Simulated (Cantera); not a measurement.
**Ammonia decomposition in nitride growth gas**

A perfectly stirred reactor is fed with NH3 : N2 = 1 : 1.4 (molar parts), at 0.217 atm; it is held at 1723 K, and followed from long to short residence time.

Computed with Cantera and the gas-phase N/H chemistry of the illustrative SiF4/NH3 mechanism in the Surface Chemkin manual (1991). Walls and surfaces, which speed up NH3 decomposition in real reactors, are not modelled.

```csv
τ (s),x NH3,x N2H2,x H,x N,x N2H4,x N2
2.7,0.234,3.52e-7,3.86e-5,6.29e-8,2.02e-8,0.573
1.2,0.305,5.13e-7,2.21e-5,5.63e-8,2.98e-8,0.577
0.58,0.352,6.34e-7,1.23e-5,4.56e-8,3.77e-8,0.580
0.27,0.384,7.16e-7,6.34e-6,3.10e-8,4.44e-8,0.581
0.12,0.401,7.56e-7,3.01e-6,1.67e-8,4.97e-8,0.582
0.058,0.409,7.57e-7,1.51e-6,8.41e-9,5.23e-8,0.583
0.027,0.413,7.23e-7,7.15e-7,3.81e-9,5.19e-8,0.583
0.012,0.415,6.32e-7,3.18e-7,1.59e-9,4.66e-8,0.583
0.0058,0.416,4.79e-7,1.50e-7,6.98e-10,3.60e-8,0.583
0.0027,0.416,2.56e-7,6.79e-8,2.67e-10,1.99e-8,0.583
```
x: mole fraction; the columns are a selection and need not sum to one.
